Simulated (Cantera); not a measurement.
**Equilibrium for silicon nitride deposition: SiHCl₃ + NH₃ + H₂**

Feed: 1 mol SiHCl₃, 36 mol NH₃, 98 mol H₂, held at 0.133 bar.

Equilibrium computed with Cantera from the NASA thermochemical tables; the gas is ideal and each condensed phase is pure. Candidate condensed phases: NH₄Cl, Si, Si₃N₄; 28 gas species. The tables' values for SiCl, SiN are old estimates; treat these amounts as uncertain. Gases not in the tables: Si₂H₆ and higher silanes. Equilibrium is a limit: real reactors are often held back by kinetics, nucleation or transport.

From 1800 K to 1825 K the condensed part is Si₃N₄(s). From 1850 K to 2075 K the condensed part is Si(l). The main Si-bearing gas is SiCl₂ at 1800 K and Si at 2075 K. The share of Si in condensed phases is highest at 1800 K (87.2 %) and lowest at 2075 K (67.4 %).

```
T (K)   x H₂   x N₂   x HCl       x H   x SiCl₂      x Si     x SiH  n Si₃N₄(s)  n Si(l)
-----  -----  -----  ------  --------  --------  --------  --------  ----------  -------
1800   0.881  0.102  0.0161  0.000920  0.000683   1.79e-5   6.99e-6       0.291        0
1825   0.880  0.102  0.0158   0.00113  0.000830   3.35e-5   1.22e-5       0.280        0
1850   0.877  0.105  0.0157   0.00138  0.000817   4.84e-5   1.64e-5           0    0.836
1875   0.877  0.105  0.0158   0.00168  0.000794   6.79e-5   2.15e-5           0    0.834
1900   0.877  0.105  0.0158   0.00203  0.000772   9.46e-5   2.81e-5           0    0.829
1925   0.876  0.104  0.0158   0.00245  0.000751  0.000131   3.63e-5           0    0.822
1950   0.876  0.104  0.0159   0.00294  0.000731  0.000179   4.67e-5           0    0.811
1975   0.875  0.104  0.0159   0.00351  0.000711  0.000242   5.96e-5           0    0.796
2000   0.874  0.104  0.0159   0.00416  0.000692  0.000327   7.56e-5           0    0.777
2025   0.873  0.104  0.0159   0.00493  0.000673  0.000437   9.54e-5           0    0.751
2050   0.872  0.104  0.0159   0.00580  0.000655  0.000580  0.000120           0    0.718
2075   0.871  0.104  0.0159   0.00681  0.000638  0.000764  0.000149           0    0.674
```
x: gas mole fraction; n: condensed amount in mol.
